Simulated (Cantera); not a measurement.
A Cantera script and what it prints.

```python
import numpy as np
import cantera as ct

gas_names = """
    AL ALCL ALCL2 ALCL3 ALH ALN AL2 AL2CL6 CL CL2 H HCL H2 N NH NH2 NH3 N2 N2H2 N2H4
""".split()
cond_names = """
    AL(cr) AL(L) ALCL3(s) ALCL3(L) ALN(s) NH4CL(a) NH4CL(b)
""".split()


# ... load() reads the species with a 1 bar reference pressure and builds the phases ...
atoms = {
    'Al': {'AL': 1},
    'HCl': {'H': 1, 'CL': 1},
    'N2': {'N': 2},
}
top_T = {'ALN(s)': 2750}  # K; cautious upper limits of use, not melting points


# ... equilibrate(T, P, feed) seeds the gas with the atoms and calls Mixture.equilibrate('TP', solver="vcs", rtol=1e-11, max_steps=5000) ...
results = []
feed = {'Al': 1, 'HCl': 8.3, 'N2': 18}  # mol
P = 61000  # Pa
for T in [500, 550, 600, 650, 700, 750, 800, 850, 900, 950, 1000, 1050, 1100, 1150]:
    mix = equilibrate(T, P, feed)
    results.append((T, P, feed, dict(zip(mix.species_names, mix.species_moles))))

top = {s: max(r[3][s] / sum(r[3][g] for g in gas_names) for r in results) for s in gas_names}
cols = sorted((s for s in top if top[s] > 0.0001), key=lambda s: -top[s])[:6]
seen = [c for c in cond_names if any(r[3].get(c, 0) > 1e-12 for r in results)]
print("log10 of partial pressures in bar; condensed amounts in mol")
print(f"{'T/K':>10s}" + "".join(f"{s[:9]:>10s}" for s in cols + seen))
for T, P, feed, n in results:
    ng = sum(n[g] for g in gas_names)
    print(f"{T:10.4g}" + "".join(f"{np.log10(max(n[s] / ng * P / 1e5, 1e-99)):10.3f}" for s in cols)
          + "".join(f"{n.get(c, 0):10.4g}" for c in seen))
```

Result:

```
log10 of partial pressures in bar; condensed amounts in mol
       T/K        N2       HCL        H2     ALCL3    AL2CL6       NH3
       500    -0.362    -0.893    -1.465    -3.598    -1.923    -2.878
       550    -0.363    -0.894    -1.450    -3.021    -1.936    -3.333
       600    -0.363    -0.894    -1.446    -2.556    -1.973    -3.731
       650    -0.365    -0.896    -1.445    -2.192    -2.056    -4.078
       700    -0.367    -0.898    -1.447    -1.928    -2.219    -4.382
       750    -0.369    -0.900    -1.448    -1.763    -2.486    -4.648
       800    -0.370    -0.901    -1.449    -1.682    -2.840    -4.883
       850    -0.371    -0.902    -1.450    -1.648    -3.226    -5.092
       900    -0.371    -0.902    -1.450    -1.635    -3.600    -5.277
       950    -0.371    -0.902    -1.450    -1.630    -3.946    -5.445
      1000    -0.371    -0.902    -1.450    -1.628    -4.259    -5.596
      1050    -0.371    -0.902    -1.450    -1.627    -4.542    -5.733
      1100    -0.371    -0.902    -1.450    -1.627    -4.799    -5.859
      1150    -0.371    -0.902    -1.450    -1.627    -5.031    -5.974
```

Equilibrium computed with Cantera from the NASA thermochemical tables; the gas is ideal and each condensed phase is pure.
